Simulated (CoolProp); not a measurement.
Properties of methane along the isotherm -166.75 °C (Tc = -82.6 °C, pc = 45.99 bar, ω = 0.011).

The numbers come from the reference Helmholtz-energy equation of state, Setzmann 1991 in CoolProp.

```json
[
 {"p (bar)": "17.7", "phase": "liquid", "Joule-Thomson coefficient (K/MPa)": "-0.4428", "isothermal compressibility (1/MPa)": "0.001931", "viscosity (µPa s)": "135"},
 {"p (bar)": "35.4", "phase": "liquid", "Joule-Thomson coefficient (K/MPa)": "…", "isothermal compressibility (1/MPa)": "0.001871", "viscosity (µPa s)": "137"},
 {"p (bar)": "53.1", "phase": "liquid", "Joule-Thomson coefficient (K/MPa)": "-0.4534", "isothermal compressibility (1/MPa)": "0.001816", "viscosity (µPa s)": "140"},
 {"p (bar)": "70.8", "phase": "liquid", "Joule-Thomson coefficient (K/MPa)": "-0.4581", "isothermal compressibility (1/MPa)": "…", "viscosity (µPa s)": "143"},
 {"p (bar)": "88.4", "phase": "liquid", "Joule-Thomson coefficient (K/MPa)": "-0.4625", "isothermal compressibility (1/MPa)": "…", "viscosity (µPa s)": "146"},
 {"p (bar)": "106", "phase": "liquid", "Joule-Thomson coefficient (K/MPa)": "-0.4666", "isothermal compressibility (1/MPa)": "0.001671", "viscosity (µPa s)": "148"},
 {"p (bar)": "124", "phase": "liquid", "Joule-Thomson coefficient (K/MPa)": "-0.4706", "isothermal compressibility (1/MPa)": "0.001627", "viscosity (µPa s)": "151"},
 {"p (bar)": "142", "phase": "liquid", "Joule-Thomson coefficient (K/MPa)": "-0.4743", "isothermal compressibility (1/MPa)": "0.001586", "viscosity (µPa s)": "…"},
 {"p (bar)": "159", "phase": "liquid", "Joule-Thomson coefficient (K/MPa)": "-0.4776", "isothermal compressibility (1/MPa)": "0.001550", "viscosity (µPa s)": "156"},
 {"p (bar)": "177", "phase": "liquid", "Joule-Thomson coefficient (K/MPa)": "-0.4808", "isothermal compressibility (1/MPa)": "0.001513", "viscosity (µPa s)": "159"},
 {"p (bar)": "195", "phase": "liquid", "Joule-Thomson coefficient (K/MPa)": "-0.4839", "isothermal compressibility (1/MPa)": "0.001479", "viscosity (µPa s)": "162"},
 {"p (bar)": "212", "phase": "liquid", "Joule-Thomson coefficient (K/MPa)": "-0.4867", "isothermal compressibility (1/MPa)": "0.001447", "viscosity (µPa s)": "164"},
 {"p (bar)": "230", "phase": "liquid", "Joule-Thomson coefficient (K/MPa)": "-0.4894", "isothermal compressibility (1/MPa)": "0.001416", "viscosity (µPa s)": "167"}
]
```

**Question.** Complete the blanks.

**Answer.** 
- 35.4, Joule-Thomson coefficient (K/MPa): -0.4482
- 70.8, isothermal compressibility (1/MPa): 0.001764
- 88.4, isothermal compressibility (1/MPa): 0.001716
- 142, viscosity (µPa s): 154

Viscosity comes from a separate model (Quiñones-Cisneros 2006).
